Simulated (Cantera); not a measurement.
**Ignition delay**

Mixture: CH4 : O2 : N2 = 1 : 1.54 : 5.78 (molar parts), at 3.95 atm, adiabatic and at constant volume. Ignition delay is the time to a rise of 400 K.

Computed with Cantera and GRI-Mech 3.0 (53 species, 325 reactions).

```json
[
 {"T0 (K)": "1223", "delay (ms)": "10.1"},
 {"T0 (K)": "1298", "delay (ms)": "3.95"},
 {"T0 (K)": "1373", "delay (ms)": "1.64"},
 {"T0 (K)": "1448", "delay (ms)": "0.718"},
 {"T0 (K)": "1523", "delay (ms)": "0.332"},
 {"T0 (K)": "1598", "delay (ms)": "0.162"},
 {"T0 (K)": "1673", "delay (ms)": "0.0845"},
 {"T0 (K)": "1748", "delay (ms)": "0.0469"}
]
```

- apparent activation energy between 1598 and 1748 K: 190 kJ/mol
